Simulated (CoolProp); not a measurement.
Nitrogen at 979.16 K and 0.388 MPa flows at 14 m/s in a round tube of 25 mm bore and 15 µm roughness, fully developed (64/Re and Nu = 3.66 if laminar; Colebrook and Gnielinski if turbulent). Each further row changes one setting.

Model: reference Helmholtz-energy equation of state, Span 2000, in CoolProp.

| case | Reynolds number | Darcy friction factor | pressure drop (Pa/m) | heat-transfer coefficient (W/(m² K)) | mass flow (kg/h) |
|---|---|---|---|---|---|
| as stated | 11400 | 0.0308 | 161 | 89.0 | 33.0 |
| velocity 28 m/s | 22800 | 0.0264 | 553 | 158 | 66.0 |
| diameter 50 mm | 22800 | 0.0258 | 67.3 | 76.9 | 132 |

Viscosity comes from a separate model (Lemmon 2004). Thermal conductivity comes from a separate model (Lemmon 2004).
